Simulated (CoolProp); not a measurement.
Vapour-liquid equilibrium of R22 (1) + R113 (2) at 18.05 °C; x and y are mole fractions of (1).

Computed with CoolProp (multi-fluid Helmholtz-energy mixture model, Kamei 1995 and Marx 1992; pair parameters Bell 2016).

Q: Give the bubble pressure and the first vapour's composition at x = 0.35, 0.5, 0.65. Is there an azeotrope?

A: x = 0.35: 0.3596 MPa, y = 0.928; x = 0.5: 0.4810 MPa, y = 0.954; x = 0.65: 0.5897 MPa, y = 0.970. No azeotrope shows between x = 0.05 and 0.95.

The pair parameters rest on a limited set of measurements; away from them the model extrapolates. The gap from Raoult's law changes sign with composition, which may be real or a fault of the pair parameters; it wasn't checked against measurements.
